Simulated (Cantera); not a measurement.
Input (Python, Cantera) and output of one run.

```python
import numpy as np
import cantera as ct

gas_names = """
    H HNO HNO2 HNO3 HO2 H2 H2O H2O2 N NH NH2 NH3 NH2OH NO NO2 NO3 N2 N2H2 N2H4 N2O O OH O2 O3 Si SiH
    SiH2 SiH3 SiH4 SiN SiO SiO2 Si2 Si2N Si3
""".split()
cond_names = """
    H2O(s) H2O(L) Si(cr) Si(L) SiO2(Lqz) SiO2(hqz) SiO2(L) Si2N2O(s) Si3N4(a)
""".split()


def load(file, names, dense=False):
    # The tables refer to 1 bar. Condensed volumes are neglected.
    table = {s.name: s for s in ct.Species.list_from_file(file)}
    out = []
    for n in names:
        d = dict(table[n].input_data)
        d["thermo"] = dict(d["thermo"], **{"reference-pressure": 1e5})
        if dense:
            d["equation-of-state"] = {"model": "constant-volume", "density": "1e6 g/cm^3"}
        out.append(ct.Species.from_dict(d))
    return out


gas = ct.Solution(thermo="ideal-gas", species=load("nasa_gas.yaml", gas_names))
cond = {s.name: ct.Solution(thermo="fixed-stoichiometry", species=[s], name=s.name)
        for s in load("nasa_condensed.yaml", cond_names, dense=True)}
atoms = {
    'Si3N4': {'Si': 3, 'N': 4},
    'N2O': {'N': 2, 'O': 1},
    'H2': {'H': 2},
}
top_T = {'Si2N2O(s)': 2100, 'Si3N4(a)': 2400}  # K; cautious upper limits of use, not melting points


def equilibrate(T, P, feed):
    n = {}
    for name, mol in feed.items():
        for a, k in atoms[name].items():
            n[a] = n.get(a, 0.0) + k * mol
    gas.TPX = T, P, n
    mass = sum(n.values()) * gas.mean_molecular_weight
    gas.equilibrate("TP")
    valid = [c for c in cond.values() if c.min_temp <= T <= top_T.get(c.name, c.max_temp)]
    mix = ct.Mixture([(gas, mass / gas.mean_molecular_weight)] + [(c, 0.0) for c in valid])
    mix.T, mix.P = T, P
    mix.equilibrate("TP", solver="vcs", rtol=1e-11, max_steps=5000)
    return mix


results = []
feed = {'Si3N4': 1, 'N2O': 1.1, 'H2': 35}  # mol
P = 100000  # Pa
for T in [1148, 1223, 1298, 1373, 1448, 1523, 1598, 1673, 1748, 1823, 1898, 1973, 2048, 2123]:
    mix = equilibrate(T, P, feed)
    results.append((T, P, feed, dict(zip(mix.species_names, mix.species_moles))))
    x = sorted(zip(gas.X, gas.species_names), reverse=True)
    print(f"T = {T:g} K  P = {P:g} Pa  gas = {mix.phase_moles(0):.4g} mol")
    print("   x: " + "  ".join(f"{s} {v:.3e}" for v, s in x if v > 1e-05))
    print("   condensed (mol): " + ("  ".join(f"{mix.phase(i).name} {mix.phase_moles(i):.4g}"
          for i in range(1, mix.n_phases) if mix.phase_moles(i) > 1e-12) or "none"))
```

Output:

```
T = 1148 K  P = 100000 Pa  gas = 36.46 mol
   x: H2 9.598e-01  N2 4.020e-02  NH3 4.644e-05
   condensed (mol): Si2N2O(s) 1.1  Si3N4(a) 0.2667
T = 1223 K  P = 100000 Pa  gas = 36.47 mol
   x: H2 9.598e-01  N2 4.020e-02  NH3 3.243e-05
   condensed (mol): Si2N2O(s) 1.1  Si3N4(a) 0.2667
T = 1298 K  P = 100000 Pa  gas = 36.47 mol
   x: H2 9.598e-01  N2 4.021e-02  NH3 2.358e-05
   condensed (mol): Si2N2O(s) 1.1  Si3N4(a) 0.2667
T = 1373 K  P = 100000 Pa  gas = 36.47 mol
   x: H2 9.598e-01  N2 4.021e-02  NH3 1.774e-05
   condensed (mol): Si2N2O(s) 1.1  Si3N4(a) 0.2667
T = 1448 K  P = 100000 Pa  gas = 36.47 mol
   x: H2 9.598e-01  N2 4.021e-02  NH3 1.374e-05
   condensed (mol): Si2N2O(s) 1.1  Si3N4(a) 0.2667
T = 1523 K  P = 100000 Pa  gas = 36.47 mol
   x: H2 9.598e-01  N2 4.021e-02  H 2.264e-05  NH3 1.091e-05
   condensed (mol): Si2N2O(s) 1.1  Si3N4(a) 0.2667
T = 1598 K  P = 100000 Pa  gas = 36.47 mol
   x: H2 9.597e-01  N2 4.021e-02  H 5.215e-05
   condensed (mol): Si2N2O(s) 1.1  Si3N4(a) 0.2667
T = 1673 K  P = 100000 Pa  gas = 36.47 mol
   x: H2 9.597e-01  N2 4.022e-02  H 1.116e-04  SiO 1.082e-05
   condensed (mol): Si2N2O(s) 1.1  Si3N4(a) 0.2668
T = 1748 K  P = 100000 Pa  gas = 36.47 mol
   x: H2 9.595e-01  N2 4.023e-02  H 2.238e-04  SiO 6.342e-05
   condensed (mol): Si2N2O(s) 1.098  Si3N4(a) 0.2674
T = 1823 K  P = 100000 Pa  gas = 36.49 mol
   x: H2 9.589e-01  N2 4.031e-02  H 4.243e-04  SiO 3.197e-04  SiH2 1.564e-05
   condensed (mol): Si2N2O(s) 1.088  Si3N4(a) 0.2703
T = 1898 K  P = 100000 Pa  gas = 36.55 mol
   x: H2 9.571e-01  N2 4.065e-02  SiO 1.409e-03  H 7.647e-04  SiH2 5.454e-05  Si 1.216e-05  SiH 1.038e-05
   condensed (mol): Si2N2O(s) 1.048  Si3N4(a) 0.2829
T = 1973 K  P = 100000 Pa  gas = 37.58 mol
   x: H2 9.305e-01  N2 6.063e-02  SiO 7.419e-03  H 1.302e-03  SiH2 8.455e-05  Si 3.155e-05  SiH 2.202e-05
   condensed (mol): Si(L) 1.074  Si2N2O(s) 0.821
T = 2048 K  P = 100000 Pa  gas = 39.24 mol
   x: H2 8.906e-01  N2 7.898e-02  SiO 2.801e-02  H 2.113e-03  SiH2 1.234e-04  Si 7.557e-05  SiH 4.334e-05  H2O 1.524e-05
   condensed (mol): Si(L) 1.89
T = 2123 K  P = 100000 Pa  gas = 39.27 mol
   x: H2 8.892e-01  N2 7.892e-02  SiO 2.800e-02  H 3.383e-03  SiH2 1.824e-04  Si 1.700e-04  SiH 8.286e-05  H2O 1.273e-05  Si2N 1.110e-05
   condensed (mol): Si(L) 1.882
```

Method: chemical equilibrium by Gibbs-energy minimisation in Cantera with the NASA 1993 tables (ideal gas, pure condensed phases). Mutual solubility and eutectic melting of coexisting phases are not modelled. Gases not in the tables: Si2H6 and higher silanes.
